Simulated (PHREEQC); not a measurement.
H2SO4 is added in steps, without added water, to 1 kg of water holding 1.5 mmol/kgw Pb(NO3)2, 140 mmol/kgw KNO3 and 64 mmol/kgw Zn(NO3)2, at 25 °C. Oxygen is held at 0.21 atm. The system is closed to CO2. The run lets Zincite(c), Zn4(OH)6SO4, Litharge, Anglesite, Larnakite, Goslarite precipitate or redissolve, and no other solid.

Base run: PHREEQC, ion-association model, wateq4f.dat. Each further column changes one thing. The table gives HSO4- (mol/kgw).

```
H2SO4 added (mol)      base  Zn(NO3)2 from 0.064 to 0.0576 mol/kgw  Pb(NO3)2 left out  Zn(NO3)2 from 0.064 to 0.0704 mol/kgw  no solid may form
-----------------  --------  -------------------------------------  -----------------  -------------------------------------  -----------------
0                         0                                      0                  0                                      0                  0
0.0025              9.32e-5                                9.52e-5           0.000139                                9.14e-5           0.000138
0.005              0.000397                               0.000411           0.000517                               0.000386           0.000512
0.00625            0.000629                               0.000650           0.000780                               0.000610           0.000772
0.00875             0.00123                                0.00127            0.00143                                0.00119            0.00142
0.01125             0.00198                                0.00204            0.00223                                0.00192            0.00221
0.01375             0.00285                                0.00294            0.00315                                0.00277            0.00312
0.01625             0.00384                                0.00395            0.00417                                0.00374            0.00414
0.01875             0.00493                                0.00506            0.00529                                0.00480            0.00525
0.02                0.00550                                0.00565            0.00588                                0.00536            0.00583
0.0225              0.00671                                0.00689            0.00711                                0.00655            0.00706
0.025               0.00799                                0.00819            0.00842                                0.00780            0.00836
```

 In at least one series the solution becomes supersaturated in solids that the run did not let form, among them Anglesite. Solids allowed in the column 'Pb(NO3)2 left out': Zincite(c), Zn4(OH)6SO4, Goslarite.
